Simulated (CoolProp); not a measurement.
Vapour-liquid equilibrium of R22 (1) + n-pentane (2) at 0.564 bar; x and y are mole fractions of (1).

Values from CoolProp's multi-fluid Helmholtz-energy mixture model, Kamei 1995 and Thol 2019; pair parameters Bell 2016.

| x | bubble temperature (°C) | y at the bubble point | dew temperature at overall composition x (°C) | liquid density (mol/L) |
|---|---|---|---|---|
| 0.05 | ? | 0.702 | 18.6 | 9.235 |
| 0.125 | -26.6 | 0.899 | 16.5 | 9.812 |
| 0.2 | -35.7 | 0.946 | 14.3 | 10.28 |
| 0.275 | ? | 0.963 | 11.9 | 10.73 |
| 0.35 | ? | 0.971 | 9.4 | 11.18 |
| 0.425 | -45.6 | 0.976 | 6.6 | 11.64 |
| 0.5 | -46.8 | 0.979 | 3.4 | 12.13 |
| 0.575 | -47.7 | ? | -0.1 | 12.64 |
| 0.65 | -48.4 | ? | -4.1 | 13.20 |
| 0.725 | -49.1 | 0.985 | -8.9 | 13.81 |
| 0.8 | -49.8 | ? | -14.9 | 14.49 |
| 0.875 | -50.7 | 0.991 | -23.1 | 15.24 |
| 0.95 | -51.8 | 0.996 | ? | 16.07 |

### Question
Complete the blanks.

### Answer

- 0.05, bubble temperature (°C): -7.4
- 0.275, bubble temperature (°C): -40.7
- 0.35, bubble temperature (°C): -43.7
- 0.575, y at the bubble point: 0.981
- 0.65, y at the bubble point: 0.983
- 0.8, y at the bubble point: 0.988
- 0.95, dew temperature at overall composition x (°C): -36.9

No azeotrope shows between x = 0.05 and 0.95.

The pair parameters rest on a limited set of measurements; away from them the model extrapolates. With so large a gap from Raoult's law the liquid may split in two, which this calculation doesn't test in full.
